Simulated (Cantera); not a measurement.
Feed: 1 mol CF₄, 9.6 mol H₂, held at 750 °C and 0.100 bar.

Equilibrium computed with Cantera from the NASA thermochemical tables; the gas is ideal and each condensed phase is pure. Candidate condensed phases: C, C₆H₆, C₇H₈, C₈H₁₈; 95 gas species. Rates play no part.

Q: What is the equilibrium state?

A: 
```
Item                Value
--------------  ---------
x(H₂)               0.651
x(HF)               0.346
x(CH₄)            0.00317
n(C(graphite))  0.963 mol
gas amount      11.56 mol
```
